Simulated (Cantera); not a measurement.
A closed system holds: 1 mol SiH₂Cl₂, 0.062 mol HCl, 3.7 mol H₂, held at 875 °C and 75.0 Torr.

Equilibrium computed with Cantera from the NASA thermochemical tables; the gas is ideal and each condensed phase is pure. Candidate condensed phases: Si; 19 gas species. The tables' values for SiCl₃ are old estimates; treat these amounts as uncertain. Kinetics and transport are ignored.

Base state: H₂ 0.853, SiCl₄ 0.0605, HCl 0.0522, SiHCl₃ 0.0199, SiCl₂ 0.00700, SiCl₃ 0.00619, SiH₂Cl₂ 0.000818 (mole fractions); condensed: Si(s).

Q: What changes in the equilibrium state with this change: H₂ from 3.7 to 110 mol?

A: 
```
species       before     after
----------  --------  --------
H₂             0.853     0.984
HCl           0.0522    0.0147
SiCl₂        0.00700  0.000481
SiCl₄         0.0605  0.000286
SiHCl₃        0.0199  0.000385
SiCl₃        0.00619  0.000112
SiH₂Cl₂     0.000818   6.48e-5
Si(s), mol     0.498     0.851
```

Q: What changes in the equilibrium state with this change: H₂ from 3.7 to 19 mol?

A: 
```
species       before     after
----------  --------  --------
H₂             0.853     0.946
HCl           0.0522    0.0346
SiCl₄         0.0605   0.00955
SiHCl₃        0.0199   0.00524
SiCl₃        0.00619   0.00155
SiCl₂        0.00700   0.00278
SiH₂Cl₂     0.000818  0.000360
Si(s), mol     0.498     0.596
```
